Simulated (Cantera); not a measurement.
An adiabatic, constant-pressure homogeneous reactor starts with CH₄ : O₂ : N₂ = 1 : 1.33 : 5.01 (molar parts), at 1798 K and 0.720 bar.

Detailed kinetics in Cantera: GRI-Mech 3.0 (53 species, 325 reactions).

One state of this run: T (K) = 2812; x CH₄ = <1e-12; x O₂ = 0.00315; x NO = 0.00120; x H₂ = 0.0734; x C₂H₄ = <1e-12; x H₂O = 0.147. x: mole fraction; the columns are a selection and need not sum to one.

Problem. Which value of t (s) does it belong to?
A. 0.000101
B. 1.70e-5
C. 4.14e-5
D. 0.000596

Solution. D, 0.000596
